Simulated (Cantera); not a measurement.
A closed system holds: 1 mol Ti, 0.023 mol H2O, 33 mol CO, 0.043 mol CH4, at 6500 Pa.

Equilibrium computed with Cantera from the NASA thermochemical tables; the gas is ideal and each condensed phase is pure. Candidate condensed phases: C, C6H6, C7H8, C8H18, H2O, Ti, TiC, TiO, TiO2, Ti2O3, Ti3O5, Ti4O7; 113 gas species. Mutual solubility and eutectic melting of coexisting phases are not modelled. TiC: taken at fixed stoichiometry. Condensed phases not in the tables: Magnéli phases beyond Ti4O7. Kinetics and transport are ignored.

x: gas mole fraction; n: condensed amount in mol.

```json
[
 {"T (K)": "1198", "x CO": "0.995", "x H2": "0.00350", "x CO2": "0.00125", "x H": "(withheld)", "x H2O": "6.01e-6", "n C(graphite)": "2.06", "n TiO2(rutile)": "1.00", "n Ti4O7(s)": "0", "n Ti3O5(s)": "0", "n TiC(s)": "0", "n Ti2O3(s)": "0"},
 {"T (K)": "1298", "x CO": "0.996", "x H2": "0.00347", "x CO2": "0.000342", "x H": "(withheld)", "x H2O": "2.09e-6", "n C(graphite)": "1.78", "n TiO2(rutile)": "0", "n Ti4O7(s)": "0.250", "n Ti3O5(s)": "0", "n TiC(s)": "0", "n Ti2O3(s)": "0"},
 {"T (K)": "1398", "x CO": "0.996", "x H2": "0.00346", "x CO2": "0.000113", "x H": "(withheld)", "x H2O": "8.49e-7", "n C(graphite)": "1.69", "n TiO2(rutile)": "0", "n Ti4O7(s)": "0", "n Ti3O5(s)": "0.333", "n TiC(s)": "0", "n Ti2O3(s)": "0"},
 {"T (K)": "1498", "x CO": "0.997", "x H2": "0.00335", "x CO2": "9.93e-5", "x H": "(withheld)", "x H2O": "8.61e-7", "n C(graphite)": "0", "n TiO2(rutile)": "0", "n Ti4O7(s)": "0", "n Ti3O5(s)": "0", "n TiC(s)": "0.609", "n Ti2O3(s)": "0.195"},
 {"T (K)": "1598", "x CO": "0.997", "x H2": "0.00334", "x CO2": "9.39e-5", "x H": "(withheld)", "x H2O": "9.44e-7", "n C(graphite)": "0", "n TiO2(rutile)": "0", "n Ti4O7(s)": "0", "n Ti3O5(s)": "0", "n TiC(s)": "0.609", "n Ti2O3(s)": "0.195"},
 {"T (K)": "1698", "x CO": "0.997", "x H2": "0.00333", "x CO2": "8.94e-5", "x H": "(withheld)", "x H2O": "1.02e-6", "n C(graphite)": "0", "n TiO2(rutile)": "0", "n Ti4O7(s)": "0", "n Ti3O5(s)": "0", "n TiC(s)": "0.609", "n Ti2O3(s)": "0.195"},
 {"T (K)": "1798", "x CO": "0.997", "x H2": "0.00331", "x CO2": "8.57e-5", "x H": "(withheld)", "x H2O": "1.08e-6", "n C(graphite)": "0", "n TiO2(rutile)": "0", "n Ti4O7(s)": "0", "n Ti3O5(s)": "0", "n TiC(s)": "0.609", "n Ti2O3(s)": "0.195"},
 {"T (K)": "1898", "x CO": "0.996", "x H2": "0.00326", "x CO2": "8.25e-5", "x H": "(withheld)", "x H2O": "1.13e-6", "n C(graphite)": "0", "n TiO2(rutile)": "0", "n Ti4O7(s)": "0", "n Ti3O5(s)": "0", "n TiC(s)": "0.609", "n Ti2O3(s)": "0.195"}
]
```

Complete the blanks.


- 1198, x H: 4.41e-8
- 1298, x H: 2.48e-7
- 1398, x H: 1.09e-6
- 1498, x H: 3.90e-6
- 1598, x H: 1.21e-5
- 1698, x H: 3.27e-5
- 1798, x H: 7.94e-5
- 1898, x H: 0.000175
